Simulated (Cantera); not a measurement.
Input (Python, Cantera):

```python
import numpy as np
import cantera as ct

gas = ct.Solution("gri30.yaml")
gas.TPX = 1723, 5900, {'NO': 1, 'N2': 1.2}
reactor = ct.IdealGasConstPressureReactor(gas, energy="off", clone=False)
net = ct.ReactorNet([reactor])
net.rtol, net.atol = 1e-08, 1e-18
show = ['NO', 'O', 'NO2', 'N2', 'N2O']
times = np.geomspace(0.0005, 70, 14)

steps = ct.SolutionArray(gas, extra=["t"])
rows = []
print(f"{'t/s':>10s}{'T/K':>9s}{'P/Pa':>11s}" + "".join(f"{s:>11s}" for s in show))
for t in times:
    while net.time < t:
        t_next = net.step()
        steps.append(gas.state, t=t_next)
    rows.append([np.interp(t, steps.t, y) for y in (steps.T, steps.P, *steps(*show).X.T)])
    print(f"{t:10.3e}{rows[-1][0]:9.1f}{rows[-1][1]:11.4g}" + "".join(f"{x:11.3e}" for x in rows[-1][2:]))
rate = np.gradient(steps.T, steps.t)
print("integrator steps:", len(steps.t))
if steps.T.max() > steps.T[0] + 200:
    print(f"time of steepest temperature rise: {steps.t[rate.argmax()]:.4e} s")
gas.TPX = 1723, 5900, {'NO': 1, 'N2': 1.2}
gas.equilibrate("TP")
print(f"equilibrium (TP): T = {gas.T:.1f} K  " + "  ".join(f"{s} {gas[s].X[0]:.3e}" for s in show))
```

Output:

```
       t/s      T/K       P/Pa         NO          O        NO2         N2        N2O
 5.000e-04   1723.0       5900  4.545e-01  6.521e-07  3.670e-08  5.455e-01  6.830e-07
 1.244e-03   1723.0       5900  4.545e-01  1.512e-06  2.120e-07  5.455e-01  1.688e-06
 3.095e-03   1723.0       5900  4.545e-01  3.225e-06  1.120e-06  5.455e-01  4.135e-06
 7.701e-03   1723.0       5900  4.545e-01  6.065e-06  4.915e-06  5.455e-01  9.891e-06
 1.916e-02   1723.0       5900  4.545e-01  1.041e-05  1.581e-05  5.455e-01  2.234e-05
 4.767e-02   1723.0       5900  4.544e-01  1.566e-05  3.184e-05  5.455e-01  4.422e-05
 1.186e-01   1723.0       5900  4.542e-01  1.851e-05  3.914e-05  5.456e-01  6.770e-05
 2.951e-01   1723.0       5900  4.536e-01  1.964e-05  4.165e-05  5.458e-01  7.616e-05
 7.342e-01   1723.0       5900  4.523e-01  2.068e-05  4.473e-05  5.465e-01  7.592e-05
 1.827e+00   1723.0       5900  4.490e-01  2.298e-05  5.149e-05  5.482e-01  7.445e-05
 4.545e+00   1723.0       5900  4.408e-01  2.775e-05  6.508e-05  5.523e-01  7.103e-05
 1.131e+01   1723.0       5900  4.210e-01  3.663e-05  8.806e-05  5.622e-01  6.359e-05
 2.813e+01   1723.0       5900  3.755e-01  5.108e-05  1.165e-04  5.849e-01  4.914e-05
 7.000e+01   1723.0       5900  2.863e-01  7.096e-05  1.291e-04  6.295e-01  2.747e-05
integrator steps: 740
equilibrium (TP): T = 1723.0 K  NO 3.257e-03  O 1.118e-04  NO2 2.429e-06  N2 7.711e-01  N2O 4.553e-08
```

Computed with Cantera and GRI-Mech 3.0 (53 species, 325 reactions).
